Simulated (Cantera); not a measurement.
Adiabatic ignition

An adiabatic, constant-volume homogeneous reactor starts with 19.0 % CO, 22.8 % H₂, 0.986 % CH₄, 6.83 % O₂, 50.5 % N₂, equivalence ratio 3.3, at 1650 K and 278 Torr.

Model: GRI-Mech 3.0 (53 species, 325 reactions), integrated in Cantera.

| t (s) | T (K) | P (bar) | x CO | x H₂ | x CH₄ | x NO₂ | x HCO |
|---|---|---|---|---|---|---|---|
| 6.00e-6 | 1650 | 0.370 | 0.190 | 0.228 | 0.00986 | <1e-12 | 1.84e-10 |
| 1.70e-5 | 1650 | 0.370 | 0.190 | 0.228 | 0.00985 | <1e-12 | 1.90e-9 |
| 4.82e-5 | 1845 | 0.415 | 0.192 | 0.170 | 0.00125 | 2.97e-12 | 4.29e-5 |
| 0.000136 | 2084 | 0.465 | 0.173 | 0.119 | <1e-12 | 3.43e-11 | 5.62e-7 |
| 0.000387 | 2279 | 0.502 | 0.179 | 0.127 | <1e-12 | 1.32e-10 | 4.48e-7 |
| 0.00110 | 2489 | 0.541 | 0.183 | 0.135 | <1e-12 | 6.38e-10 | 3.08e-7 |
| 0.00310 | 2587 | 0.559 | 0.185 | 0.140 | 2.86e-12 | 2.00e-9 | 2.46e-7 |
| 0.00879 | 2592 | 0.560 | 0.186 | 0.140 | 3.35e-12 | 4.05e-9 | 2.42e-7 |
| 0.0249 | 2592 | 0.559 | 0.186 | 0.140 | 3.39e-12 | 5.37e-9 | 2.42e-7 |
| 0.0706 | 2592 | 0.559 | 0.186 | 0.140 | 3.39e-12 | 5.44e-9 | 2.42e-7 |
| 0.200 | 2592 | 0.559 | 0.186 | 0.140 | 3.39e-12 | 5.44e-9 | 2.42e-7 |
x: mole fraction; the columns are a selection and need not sum to one.

The time of steepest temperature rise is 47.6 µs and the temperature at 0.200 s is 2592 K. The equilibrium temperature is 2592 K, the x(CO) at 0.200 s comes out as 0.186 (gas-phase equilibrium 0.186) and the x(H₂) at 0.200 s comes out as 0.140 (gas-phase equilibrium 0.140). The x(CH₄) at 0.200 s is 3.39e-12 (gas-phase equilibrium 3.79e-12).
